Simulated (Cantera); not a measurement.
An adiabatic, constant-volume homogeneous reactor starts with 15.2 % CH4, 17.9 % O2, 67.0 % N2, at 1650 K and 1300000 Pa.

Computed with Cantera and GRI-Mech 3.0 (53 species, 325 reactions). The pressure lies above the range GRI-Mech 3.0 was tuned for (to about 10 atm). Above 3000 K some thermodynamic fits are extrapolated.

**Question.** Predict: time of steepest temperature rise; temperature at 6.00 s; equilibrium temperature; x(O2) at 6.00 s; x(HCN) at 6.00 s.

**Answer.** 
```
Quantity                                                              Result
---------------------------------  -----------------------------------------
time of steepest temperature rise                                    44.6 µs
temperature at 6.00 s                                                 3109 K
equilibrium temperature                                               3109 K
x(O2) at 6.00 s                    0.000299 (gas-phase equilibrium 0.000299)
x(HCN) at 6.00 s                     1.13e-6 (gas-phase equilibrium 1.13e-6)
```
